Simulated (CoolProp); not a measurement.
Vapour-liquid equilibrium of toluene (1) + n-octane (2) at 347.9 K; x and y are mole fractions of (1).

Model: multi-fluid Helmholtz-energy mixture model, Lemmon 2006 and Beckmüller 2019; pair parameters Bell 2016, in CoolProp.

Problem. Give the bubble pressure and the first vapour's composition at x = 0.05, 0.35, 0.8. Is there an azeotrope?

Solution. x = 0.05: 0.02034 MPa, y = 0.105; x = 0.35: 0.02612 MPa, y = 0.504; x = 0.8: 0.03115 MPa, y = 0.844. No azeotrope shows between x = 0.05 and 0.95.

The pair parameters rest on a limited set of measurements; away from them the model extrapolates.
